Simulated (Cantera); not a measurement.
Mixture: CH4 : H2 : O2 : N2 = 1 : 0.092 : 1.57 : 6.3 (molar parts), equivalence ratio 1.3, at 3.55 atm, adiabatic and at constant volume. Ignition delay is the time to a rise of 400 K.

Model: GRI-Mech 3.0 (53 species, 325 reactions), integrated in Cantera.

### Question
What does this change do: pressure from 3.55 atm to 6.22 atm?

### Answer
```tsv
quantity	before	after
delay at 1125 K	12.1 ms	6.09 ms
delay at 1325 K	1.69 ms	0.982 ms
delay at 1525 K	0.251 ms	0.160 ms
delay at 1725 K	51.1 µs	32.6 µs
delay at 1925 K	14.9 µs	9.22 µs
apparent activation energy between 1725 and 1925 K	170 kJ/mol	170 kJ/mol
```
